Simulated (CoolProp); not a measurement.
Vapour-liquid equilibrium of CH3F (R41) (1) + chloromethane (R40) (2) at 282.7 K; x and y are mole fractions of (1).

Values from CoolProp's multi-fluid Helmholtz-energy mixture model, Lemmon 2006 and Thol 2014; pair parameters Bell 2016.

```json
[
 {"x": "0.05", "bubble pressure (bar)": "4.681", "y at the bubble point": "0.253", "dew pressure at overall composition x (bar)": "3.761", "liquid density (mol/L)": "18.77"},
 {"x": "0.125", "bubble pressure (bar)": "6.337", "y at the bubble point": "0.472", "dew pressure at overall composition x (bar)": "4.056", "liquid density (mol/L)": "18.91"},
 {"x": "0.2", "bubble pressure (bar)": "7.998", "y at the bubble point": "0.602", "dew pressure at overall composition x (bar)": "4.402", "liquid density (mol/L)": "19.05"},
 {"x": "0.275", "bubble pressure (bar)": "9.652", "y at the bubble point": "0.688", "dew pressure at overall composition x (bar)": "4.809", "liquid density (mol/L)": "19.17"},
 {"x": "0.35", "bubble pressure (bar)": "11.29", "y at the bubble point": "0.750", "dew pressure at overall composition x (bar)": "…", "liquid density (mol/L)": "19.27"},
 {"x": "0.425", "bubble pressure (bar)": "12.92", "y at the bubble point": "0.797", "dew pressure at overall composition x (bar)": "5.896", "liquid density (mol/L)": "19.36"},
 {"x": "0.5", "bubble pressure (bar)": "14.53", "y at the bubble point": "0.834", "dew pressure at overall composition x (bar)": "6.640", "liquid density (mol/L)": "19.43"},
 {"x": "0.575", "bubble pressure (bar)": "16.14", "y at the bubble point": "0.865", "dew pressure at overall composition x (bar)": "7.592", "liquid density (mol/L)": "…"},
 {"x": "0.65", "bubble pressure (bar)": "17.75", "y at the bubble point": "0.892", "dew pressure at overall composition x (bar)": "8.849", "liquid density (mol/L)": "19.49"},
 {"x": "0.725", "bubble pressure (bar)": "19.40", "y at the bubble point": "0.916", "dew pressure at overall composition x (bar)": "10.57", "liquid density (mol/L)": "19.46"},
 {"x": "0.8", "bubble pressure (bar)": "…", "y at the bubble point": "0.939", "dew pressure at overall composition x (bar)": "13.05", "liquid density (mol/L)": "19.40"},
 {"x": "0.875", "bubble pressure (bar)": "22.90", "y at the bubble point": "0.961", "dew pressure at overall composition x (bar)": "16.71", "liquid density (mol/L)": "19.28"},
 {"x": "0.95", "bubble pressure (bar)": "24.83", "y at the bubble point": "0.984", "dew pressure at overall composition x (bar)": "21.98", "liquid density (mol/L)": "19.09"}
]
```

Problem. What belongs in the gaps?

Solution. 
- 0.35, dew pressure at overall composition x (bar): 5.299
- 0.575, liquid density (mol/L): 19.47
- 0.8, bubble pressure (bar): 21.10

No azeotrope shows between x = 0.05 and 0.95.

Pair parameters are fitted to limited data, so mixtures are less certain than the pure fluids.
